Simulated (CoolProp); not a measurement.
The numbers come from the reference Helmholtz-energy equation of state, Lemmon 2006 in CoolProp. It is a short technical equation, of lower accuracy than the large ones.

Problem. For R141b, give the phase and the cv (kJ/(kg K)) at 497.1 K and 156 kPa; 358.9 K and 114 kPa; 263.1 K and 11.8 kPa.

Solution. 
- 497.1 K and 156 kPa: gas; cv 0.924
- 358.9 K and 114 kPa: gas; cv 0.777
- 263.1 K and 11.8 kPa: gas; cv 0.636
